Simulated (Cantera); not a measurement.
An isothermal, constant-pressure homogeneous reactor starts with N₂O : O₂ = 1 : 0.08 (molar parts), at 1425 K and 21.0 Torr. Integrator tolerance rtol = 1e-08.

Computed with Cantera and GRI-Mech 3.0 (53 species, 325 reactions). GRI-Mech 3.0 was tuned for natural gas; its chemistry of N2O as a main component is partial and can be far from experiment. Radical loss at walls, strong at low pressure, is not modelled. The temperature is held fixed by assumption; the heat of reaction is taken as removed at once.

```csv
quantity,before,after
x(N₂O) at 7.00 s,0.0104 (gas-phase equilibrium 9.33e-9),0.870 (gas-phase equilibrium 1.67e-9)
x(O₂) at 7.00 s,0.299 (gas-phase equilibrium 0.367),0.0902 (gas-phase equilibrium 0.367)
x(NO) at 7.00 s,0.129 (gas-phase equilibrium 0.000989),0.00325 (gas-phase equilibrium 0.000154)
x(O) at 7.00 s,2.21e-5 (gas-phase equilibrium 5.05e-6),7.83e-7 (gas-phase equilibrium 2.89e-8)
x(NO₂) at 7.00 s,6.13e-5 (gas-phase equilibrium 1.49e-6),1.09e-6 (gas-phase equilibrium 7.44e-7)
x(N₂) at 7.00 s,0.561 (gas-phase equilibrium 0.632),0.0367 (gas-phase equilibrium 0.633)
```

Question: What was changed between the two runs?
A. N2O 1 to 0.11 parts
B. temperature 1425 to 1148 K
C. pressure from 21.0 Torr to 70.5 Torr
D. temperature 1425 to 1400 K

Answer: B, temperature 1425 to 1148 K
